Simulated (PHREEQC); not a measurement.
Consider water at 20 °C with 0.0054 mol/kgw HCl, 0.0089 mol/kgw CuSO4 and 0.25 mol/kgw MgCl2. Closed to the air; pH follows from the charge balance.

Model: ion-association model, wateq4f.dat, run in PHREEQC.

The ionic strength comes out as 0.763 mol/kgw. What activity coefficients do SO4-2, HSO4-, Mg+2, Cl-, CuCl+ get?

SO4-2 0.17, HSO4- 0.64, Mg+2 0.29, Cl- 0.62, CuCl+ 0.62.

Precipitation was switched off in this run. Caution: at this ionic strength the ion-association model is outside its range; a Pitzer model would be the better tool where its parameters exist. Species that the database lacks are ignored.
